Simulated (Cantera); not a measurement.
# Thermodynamics of chlorosilane synthesis and conversion, feed Si + H₂ + HCl

Feed: 1 mol Si, 6.1 mol H₂, 0.72 mol HCl, at 29.0 bar.

Method: chemical equilibrium by Gibbs-energy minimisation in Cantera with the NASA 1993 tables (ideal gas, pure condensed phases). Candidate condensed phases: Si; 19 gas species. The tables' values for SiCl₃ are old estimates; treat these amounts as uncertain. Gases not in the tables: Si₂H₆ and higher silanes. Equilibrium is a limit: real reactors are often held back by kinetics, nucleation or transport.

From 600 K to 1600 K the condensed part is Si(s). At 1700 K the condensed part is Si(l). The main Si-bearing gas is SiHCl₃ at 600 K and SiCl₂ at 1700 K. The share of Si in condensed phases is highest at 1700 K (85.0 %) and lowest at 800 K (76.7 %).

```tsv
T (K)	log p H₂	log p HCl	log p SiHCl₃	log p SiCl₂	log p SiCl₄	n Si(s)	n Si(l)
600	1.45	-3.59	-0.17	-8.98	-0.64	0.769	0
700	1.45	-2.69	-0.18	-6.98	-0.63	0.768	0
800	1.45	-2.03	-0.19	-5.49	-0.62	0.767	0
900	1.45	-1.51	-0.21	-4.33	-0.62	0.768	0
1000	1.45	-1.10	-0.22	-3.41	-0.62	0.771	0
1100	1.44	-0.77	-0.25	-2.67	-0.63	0.776	0
1200	1.44	-0.50	-0.28	-2.07	-0.66	0.785	0
1300	1.44	-0.28	-0.34	-1.58	-0.72	0.798	0
1400	1.44	-0.11	-0.42	-1.18	-0.81	0.813	0
1500	1.43	0.03	-0.53	-0.87	-0.96	0.828	0
1600	1.43	0.12	-0.70	-0.64	-1.17	0.841	0
1700	1.43	0.19	-0.91	-0.49	-1.44	0	0.850
```
log p: log10 of the partial pressure in bar; n: condensed amount in mol.
